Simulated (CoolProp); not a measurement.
A simple Rankine cycle with R114: condensing at 290.15 K, boiler at 0.826 MPa, turbine inlet 352.9 K, turbine efficiency 0.65, pump efficiency 0.8, no recuperator. Each further row changes one setting.

Model: reference Helmholtz-energy equation of state, Platzer 1990, in CoolProp. This equation is an older, rougher fit; its heat capacities, sound speeds and derivatives of the liquid may be far off and weren't checked against measurements.

```json
[
 {"case": "as stated", "thermal efficiency (%)": "8.7", "net work (kJ/kg)": "14.7", "heat in (kJ/kg)": "168", "turbine exit temperature (K)": "321.4", "volume ratio over the turbine": "5.33"},
 {"case": "turbine inlet 372.9 K", "thermal efficiency (%)": "8.6", "net work (kJ/kg)": "15.9", "heat in (kJ/kg)": "185", "turbine exit temperature (K)": "342.3", "volume ratio over the turbine": "5.19"},
 {"case": "condensing temperature 282.15 K", "thermal efficiency (%)": "9.8", "net work (kJ/kg)": "17.3", "heat in (kJ/kg)": "176", "turbine exit temperature (K)": "317.1", "volume ratio over the turbine": "7.04"},
 {"case": "boiler pressure 0.578 MPa", "thermal efficiency (%)": "7.0", "net work (kJ/kg)": "12.1", "heat in (kJ/kg)": "172", "turbine exit temperature (K)": "330.1", "volume ratio over the turbine": "3.58"},
 {"case": "turbine efficiency 0.55", "thermal efficiency (%)": "7.3", "net work (kJ/kg)": "12.3", "heat in (kJ/kg)": "168", "turbine exit temperature (K)": "324.7", "volume ratio over the turbine": "5.39"}
]
```
